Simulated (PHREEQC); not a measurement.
Dissolve 0.098 mol NH4HS, 0.18 mol NaCl and 0.00015 mol FeCl2 per kg of water at 90 °C. Closed to the air; pH follows from the charge balance.

All values are PHREEQC results (ion-association model, wateq4f.dat), not measurements.

No solid was allowed to form.

### Question
Predict the pH, activity of water.

### Answer
pH 7.04; activity of water 0.991.

### Question
In which forms is Fe present?

### Answer
Fe(HS)3- 90 %, Fe(HS)2 10 % of the Fe.

Complexes and solids missing from the database can't appear. Away from 25 °C the constants follow the database's enthalpies or fits; those with neither stay at their 25 °C values. The polysulfide entries of wateq4f.dat were taken out for this run.
